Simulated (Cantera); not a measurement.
A Cantera script and its output.

```python
import numpy as np
import cantera as ct

gas = ct.Solution("gri30.yaml")
gas.TPX = 2150, 7400, {'NO': 1, 'N2': 0.47}
reactor = ct.IdealGasConstPressureReactor(gas, energy="off", clone=False)
net = ct.ReactorNet([reactor])
net.rtol, net.atol = 1e-08, 1e-18
show = ['NO', 'N2', 'NO2', 'O', 'O2', 'N2O']
times = np.geomspace(0.0005, 2, 9)

steps = ct.SolutionArray(gas, extra=["t"])
rows = []
print(f"{'t/s':>10s}{'T/K':>9s}{'P/Pa':>11s}" + "".join(f"{s:>11s}" for s in show))
for t in times:
    while net.time < t:
        t_next = net.step()
        steps.append(gas.state, t=t_next)
    rows.append([np.interp(t, steps.t, y) for y in (steps.T, steps.P, *steps(*show).X.T)])
    print(f"{t:10.3e}{rows[-1][0]:9.1f}{rows[-1][1]:11.4g}" + "".join(f"{x:11.3e}" for x in rows[-1][2:]))
rate = np.gradient(steps.T, steps.t)
print("integrator steps:", len(steps.t))
if steps.T.max() > steps.T[0] + 200:
    print(f"time of steepest temperature rise: {steps.t[rate.argmax()]:.4e} s")
gas.TPX = 2150, 7400, {'NO': 1, 'N2': 0.47}
gas.equilibrate("TP")
print(f"equilibrium (TP): T = {gas.T:.1f} K  " + "  ".join(f"{s} {gas[s].X[0]:.3e}" for s in show))
```

Result:

```
       t/s      T/K       P/Pa         NO         N2        NO2          O         O2        N2O
 5.000e-04   2150.0       7400  6.802e-01  3.197e-01  2.190e-06  5.833e-05  2.181e-06  4.889e-05
 1.410e-03   2150.0       7400  6.799e-01  3.198e-01  1.005e-05  1.816e-04  1.989e-05  1.128e-04
 3.976e-03   2150.0       7400  6.790e-01  3.201e-01  3.097e-05  5.437e-04  2.031e-04  1.890e-04
 1.121e-02   2150.0       7400  6.756e-01  3.216e-01  5.152e-05  9.995e-04  1.581e-03  1.958e-04
 3.162e-02   2150.0       7400  6.650e-01  3.269e-01  6.253e-05  1.174e-03  6.756e-03  1.825e-04
 8.918e-02   2150.0       7400  6.330e-01  3.428e-01  8.367e-05  1.482e-03  2.254e-02  1.570e-04
 2.515e-01   2150.0       7400  5.353e-01  3.914e-01  1.153e-04  2.152e-03  7.090e-02  1.012e-04
 7.092e-01   2150.0       7400  2.954e-01  5.111e-01  1.036e-04  3.236e-03  1.902e-01  2.663e-05
 2.000e+00   2150.0       7400  6.101e-02  6.280e-01  2.734e-05  4.015e-03  3.069e-01  1.153e-06
integrator steps: 671
equilibrium (TP): T = 2150.0 K  NO 1.288e-02  N2 6.520e-01  NO2 6.001e-06  O 4.156e-03  O2 3.309e-01  N2O 1.777e-07
```

Computed with Cantera and GRI-Mech 3.0 (53 species, 325 reactions).
